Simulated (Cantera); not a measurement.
A perfectly stirred reactor is fed with H2 : O2 : N2 = 0.43 : 1 : 3.9 (molar parts), at 668 Torr; it is held at 850 K, and followed from long to short residence time.

Cantera simulation using GRI-Mech 3.0 (53 species, 325 reactions); the numbers are that mechanism's predictions, not measurements. Below about 950 K walls govern HO2 and H2O2 in real vessels. The temperature is held fixed by assumption; the heat of reaction is taken as removed at once.

What does this change do: pressure from 668 Torr to 100.0 Torr?


```json
[
 {"quantity": "x(H2) at τ = 0.510 s", "before": "0.0806", "after": "0.00893"},
 {"quantity": "x(O2) at τ = 0.510 s", "before": "0.188", "after": "0.157"},
 {"quantity": "x(O) at τ = 0.510 s", "before": "1.90e-10", "after": "1.82e-5"},
 {"quantity": "x(NO) at τ = 0.510 s", "before": "<1e-12", "after": "1.02e-9"},
 {"quantity": "x(OH) at τ = 0.510 s", "before": "1.09e-10", "after": "1.08e-5"},
 {"quantity": "x(H2) at τ = 30.0 ms", "before": "0.0807", "after": "0.0196"},
 {"quantity": "x(O2) at τ = 30.0 ms", "before": "0.188", "after": "0.162"},
 {"quantity": "x(O) at τ = 30.0 ms", "before": "<1e-12", "after": "0.000124"},
 {"quantity": "x(NO) at τ = 30.0 ms", "before": "<1e-12", "after": "6.25e-9"},
 {"quantity": "x(OH) at τ = 30.0 ms", "before": "<1e-12", "after": "7.23e-5"}
]
```
Radical loss at walls, strong at low pressure, is not modelled.
